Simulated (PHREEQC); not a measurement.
# Copper plating or etch bath with phosphoric acid bath

Solution A (0.0045 mol Cu(NO3)2, 0.0051 mol HNO3 and 0.0074 mol KCl per kg of water) is mixed with solution B (2.7 mmol/kgw NaH2PO4 and 3.3 mmol/kgw NiSO4) at 85 °C; shares are by mass of water, 1 kg in all. Oxygen alone is held at its pressure in air (log pO2 = -0.68). CO2 from the air is kept out. No solid was allowed to form.

All values are PHREEQC results (ion-association model, wateq4f.dat), not measurements.

Q: Predict H2PO4- (mol/kgw), Cu+2 (mol/kgw), Ni+2 (mol/kgw) at share of solution B = 0.4, 0.5.

A: 
```csv
share of solution B,H2PO4- (mol/kgw),Cu+2 (mol/kgw),Ni+2 (mol/kgw)
0.4,0.000737,0.00238,0.00124
0.5,0.000993,0.00196,0.00152
```

H3PO4, which wateq4f.dat lacks, is added to it with the constant of phreeqc.dat. Constants without temperature data keep their 25 °C values here. The database has no phosphate complexes of Cu, Ni.
